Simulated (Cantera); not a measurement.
Input (Python, Cantera):

```python
import numpy as np
import cantera as ct

gas = ct.Solution("gri30.yaml")
gas.TPX = 725, 101325, {'CH4': 1, 'O2': 1.25, 'N2': 4.7}
inlet = ct.Reservoir(gas, clone=True)
gas.equilibrate("HP")  # start burning
reactor = ct.IdealGasConstPressureReactor(gas, energy="on", clone=False)
exhaust = ct.Reservoir(gas, clone=True)
tau = [0.12, 0.051, 0.021, 0.0089, 0.0037, 0.0016, 0.00065, 0.00027, 0.00011, 4.7e-05, 2e-05][0]
for a, b in ((inlet, reactor), (reactor, exhaust)):
    ct.MassFlowController(a, b, mdot=lambda t: reactor.mass / tau)
net = ct.ReactorNet([reactor])
show = ['CH4', 'O2', 'CH3', 'C2H4', 'H', 'CH2', 'C2H6']

rows = []
print(f"{'tau/s':>10s}{'T/K':>9s}" + "".join(f"{s:>11s}" for s in show))
for tau in [0.12, 0.051, 0.021, 0.0089, 0.0037, 0.0016, 0.00065, 0.00027, 0.00011, 4.7e-05, 2e-05]:
    net.initial_time = 0.0
    net.advance(30 * tau)
    before = gas.X
    net.advance(40 * tau)
    drift = np.max(np.abs(gas.X - before) / (gas.X + 1e-9))
    rows.append([gas.T, *gas[show].X, drift])
    print(f"{tau:10.3e}{gas.T:9.1f}" + "".join(f"{x:11.3e}" for x in gas[show].X))
```

Output:

```
     tau/s      T/K        CH4         O2        CH3       C2H4          H        CH2       C2H6
 1.200e-01   2135.6  1.457e-04  5.221e-05  4.626e-05  1.305e-07  1.700e-03  9.249e-07  4.835e-09
 5.100e-02   2134.3  2.718e-04  1.096e-04  9.310e-05  5.045e-07  1.850e-03  2.004e-06  1.907e-08
 2.100e-02   2132.5  4.969e-04  2.374e-04  1.852e-04  1.896e-06  2.029e-03  4.323e-06  7.316e-08
 8.900e-03   2129.7  8.326e-04  4.961e-04  3.404e-04  6.057e-06  2.248e-03  8.675e-06  2.396e-07
 3.700e-03   2123.8  1.320e-03  1.037e-03  5.971e-04  1.748e-05  2.526e-03  1.668e-05  7.194e-07
 1.600e-03   2112.4  1.994e-03  2.088e-03  9.803e-04  4.438e-05  2.816e-03  2.926e-05  1.956e-06
 6.500e-04   2086.2  3.230e-03  4.571e-03  1.642e-03  1.194e-04  3.045e-03  4.917e-05  6.132e-06
 2.700e-04   2017.8  6.390e-03  1.153e-02  2.809e-03  3.795e-04  2.791e-03  6.816e-05  2.887e-05
 1.100e-04    725.0  1.439e-01  1.799e-01  3.870e-14 -2.469e-17  1.283e-21  2.739e-31 -2.254e-17
 4.700e-05    725.0  1.439e-01  1.799e-01  1.687e-14 -3.710e-19  5.278e-22  5.171e-32 -3.386e-19
 2.000e-05    725.0  1.439e-01  1.799e-01  7.031e-15  2.360e-22  2.017e-22  8.825e-33  2.156e-22
```

Detailed kinetics in Cantera: GRI-Mech 3.0 (53 species, 325 reactions).
